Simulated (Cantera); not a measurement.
Source: NASA polynomial tables (part measured, part estimated), evaluated in Cantera. Values are per mole of reaction as written; species without (g) are pure solids or liquids, kept so even where they would boil at 1 bar.

N2(g) + 2 Nb2O5 ⇌ 2 NO(g) + 4 NbO2(g)

| T (K) | ΔH° (kJ) | ΔS° (J/K) | ΔG° (kJ) | log10 K | condensed phases |
|---|---|---|---|---|---|
| 300 | 3181.5 | 1046.4 | 2867.6 | -499.28 | Nb2O5(s) |
| 1998 | 2793.8 | 755.8 | 1283.8 | -33.56 | Nb2O5(l) |
| 2098 | 2772.1 | 745.2 | 1208.7 | -30.09 | Nb2O5(l) |
| 2198 | ? | ? | ? | ? | Nb2O5(l) |
| 2298 | 2728.9 | 725.5 | 1061.7 | -24.13 | Nb2O5(l) |
| 2398 | 2707.4 | 716.3 | 989.6 | -21.56 | Nb2O5(l) |
| 2498 | ? | ? | ? | ? | Nb2O5(l) |
| 2598 | 2664.4 | 699.1 | 848.1 | -17.05 | Nb2O5(l) |
| 2698 | ? | ? | ? | ? | Nb2O5(l) |
| 2798 | ? | ? | ? | ? | Nb2O5(l) |
| 2898 | 2599.9 | 675.6 | 641.9 | -11.57 | Nb2O5(l) |
| 2998 | 2578.4 | 668.3 | 574.7 | -10.01 | Nb2O5(l) |

**Question.** Fill in the missing entries.

**Answer.** 
- 2198, ΔH° (kJ): 2750.5
- 2198, ΔS° (J/K): 735.1
- 2198, ΔG° (kJ): 1134.7
- 2198, log10 K: -26.97
- 2498, ΔH° (kJ): 2685.9
- 2498, ΔS° (J/K): 707.6
- 2498, ΔG° (kJ): 918.4
- 2498, log10 K: -19.20
- 2698, ΔH° (kJ): 2642.9
- 2698, ΔS° (J/K): 691.0
- 2698, ΔG° (kJ): 778.6
- 2698, log10 K: -15.07
- 2798, ΔH° (kJ): 2621.4
- 2798, ΔS° (J/K): 683.2
- 2798, ΔG° (kJ): 709.9
- 2798, log10 K: -13.25
